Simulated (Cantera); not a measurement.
Feed: 1 mol c-C₄F₈, 0.023 mol CH₄, 1.2 mol H₂, equilibrated at 2352 °C and 7.90 Pa.

These are equilibrium values from Cantera (NASA tables, ideal gas, pure condensed phases), not measurements of a reactor. Candidate condensed phases: C, C₆H₆, C₇H₈, C₈H₁₈; 95 gas species. The feed counts by its element totals alone. Equilibrium is a limit: real reactors are often held back by kinetics, nucleation or transport.

Base state: F 0.628, HF 0.260, C₃ 0.0400, CF 0.0295, H 0.0269, C 0.0108, C₂ 0.00377, CF₂ 0.00154 (mole fractions); condensed: C(graphite).

What changes in the equilibrium state with this change: 0.027 mol HCl added?


```json
[
 {"species": "F", "before": "0.628", "after": "0.623"},
 {"species": "HF", "before": "0.260", "after": "0.261"},
 {"species": "C₃", "before": "0.0400", "after": "0.0400"},
 {"species": "Cl", "before": "0", "after": "0.00309"},
 {"species": "H", "before": "0.0269", "after": "0.0273"},
 {"species": "CF", "before": "0.0295", "after": "0.0293"},
 {"species": "C", "before": "0.0108", "after": "0.0108"},
 {"species": "H₂", "before": "3.17e-5", "after": "3.26e-5"},
 {"species": "CF₂", "before": "0.00154", "after": "0.00151"},
 {"species": "C₂H", "before": "4.43e-5", "after": "4.50e-5"},
 {"species": "C₄", "before": "4.01e-5", "after": "4.01e-5"},
 {"species": "C(graphite), mol", "before": "2.54", "after": "2.54"}
]
```

What changes in the equilibrium state with this change: temperature from 2352 °C to 2952 °C?


```csv
species,before,after
F,0.628,0.556
C,0.0108,0.245
H,0.0269,0.169
HF,0.260,0.00907
C₃,0.0400,0.00520
CF,0.0295,0.00517
C₂,0.00377,0.0106
CF₂,0.00154,2.74e-6
C₅,0.000200,4.89e-7
C₄,4.01e-5,1.67e-6
C₂H,4.43e-5,1.21e-5
"C(graphite), mol",2.54,0
```
